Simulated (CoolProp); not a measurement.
Saturated liquid density (kg/m³) of cyclopentane: the reference equation beside estimates from Tc = 511.7 K, pc = 4.583 MPa, ω = 0.202. Rackett uses Z = 0.29056 − 0.08775 ω.

The numbers come from the reference Helmholtz-energy equation of state, Gedanitz 2015 in CoolProp.

| T (K) | reference | Rackett | van der Waals | Redlich-Kwong | Soave-Redlich-Kwong | Peng-Robinson |
|---|---|---|---|---|---|---|
| 283.6 | 754.6 | ? | 479.7 | 709.4 | 722.3 | 814.2 |
| 285.7 | 752.6 | 774.3 | 478.5 | 707.4 | 720.5 | 812.2 |
| 287.8 | 750.6 | 772.2 | 477.3 | 705.3 | 718.6 | 810.2 |
| 290 | ? | 770.0 | 476.0 | 703.1 | 716.6 | 808.1 |
| 292.1 | 746.4 | 767.8 | ? | 701.0 | 714.7 | 806.0 |
| 294.2 | 744.3 | 765.7 | 473.5 | 698.8 | 712.7 | 803.9 |
| 296.4 | 742.1 | ? | 472.1 | 696.6 | 710.7 | 801.7 |
| 298.5 | 740.1 | ? | 470.9 | 694.4 | 708.7 | 799.6 |
| 300.6 | 738.0 | 759.1 | 469.6 | ? | 706.7 | 797.5 |
| 302.7 | 735.9 | 756.9 | 468.3 | 690.0 | 704.7 | 795.3 |
| 304.9 | 733.7 | 754.6 | 467.0 | 687.7 | 702.6 | 793.1 |
| 307 | ? | 752.4 | 465.7 | 685.5 | 700.6 | 790.9 |
| 309.1 | 729.5 | 750.2 | 464.4 | 683.2 | 698.5 | 788.6 |

### Question
Complete the blanks.

### Answer

- 283.6, Rackett: 776.4
- 290, reference: 748.4
- 292.1, van der Waals: 474.7
- 296.4, Rackett: 763.4
- 298.5, Rackett: 761.3
- 300.6, Redlich-Kwong: 692.2
- 307, reference: 731.6

Absolute difference from the reference over all 13 rows, mean and median: Rackett 2.9 and 2.9 %, van der Waals 36.4 and 36.4 %, Redlich-Kwong 6.1 and 6.1 %, Soave-Redlich-Kwong 4.2 and 4.2 %, Peng-Robinson 8.0 and 8.0 %.
